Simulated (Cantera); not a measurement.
A perfectly stirred reactor is fed with CH4 : H2 : O2 : N2 : H2O = 1 : 0.049 : 3.11 : 21.8 : 2.6 (molar parts), at 10.0 bar; it is adiabatic with a 598 K inlet, and is followed from long to short residence time, starting on the burning branch (τ in s: 0.04, 0.02, 0.0097, 0.0048, 0.0024, 0.0012, 0.00058, 0.00029, 0.00014, 7e-05, 3.5e-05, 1.7e-05).

Cantera simulation using GRI-Mech 3.0 (53 species, 325 reactions); the numbers are that mechanism's predictions, not measurements.

**Question.** What does this change do: H2O 2.6 to 1.7 parts?

**Answer.** 
```json
[
 {"quantity": "blow-out, bracketed by the residence times tried", "before": "burning at 20.0 ms, out at 9.70 ms", "after": "burning at 9.70 ms, out at 4.80 ms"},
 {"quantity": "x(CH4) at τ = 40.0 ms", "before": "0.000237", "after": "0.000146"},
 {"quantity": "x(H2) at τ = 40.0 ms", "before": "0.000115", "after": "7.61e-5"},
 {"quantity": "x(O2) at τ = 40.0 ms", "before": "0.0394", "after": "0.0401"},
 {"quantity": "x(NO2) at τ = 40.0 ms", "before": "2.52e-8", "after": "2.90e-8"},
 {"quantity": "x(O) at τ = 40.0 ms", "before": "8.78e-7", "after": "1.24e-6"},
 {"quantity": "x(CH4) at τ = 0.580 ms", "before": "0.0350", "after": "0.0362"},
 {"quantity": "x(H2) at τ = 0.580 ms", "before": "0.00172", "after": "0.00177"},
 {"quantity": "x(O2) at τ = 0.580 ms", "before": "0.109", "after": "0.112"},
 {"quantity": "x(NO2) at τ = 0.580 ms", "before": "<1e-12", "after": "<1e-12"},
 {"quantity": "x(O) at τ = 0.580 ms", "before": "<1e-12", "after": "<1e-12"}
]
```

**Question.** What does this change do: pressure from 10.0 bar to 1.01 bar?

**Answer.** 
```tsv
quantity	before	after
blow-out, bracketed by the residence times tried	burning at 20.0 ms, out at 9.70 ms	burning at 4.80 ms, out at 2.40 ms
x(CH4) at τ = 40.0 ms	0.000237	7.01e-5
x(H2) at τ = 40.0 ms	0.000115	0.000196
x(O2) at τ = 40.0 ms	0.0394	0.0385
x(NO2) at τ = 40.0 ms	2.52e-8	3.39e-9
x(O) at τ = 40.0 ms	8.78e-7	5.16e-5
x(CH4) at τ = 0.580 ms	0.0350	0.0350
x(H2) at τ = 0.580 ms	0.00172	0.00172
x(O2) at τ = 0.580 ms	0.109	0.109
x(NO2) at τ = 0.580 ms	<1e-12	<1e-12
x(O) at τ = 0.580 ms	<1e-12	<1e-12
```
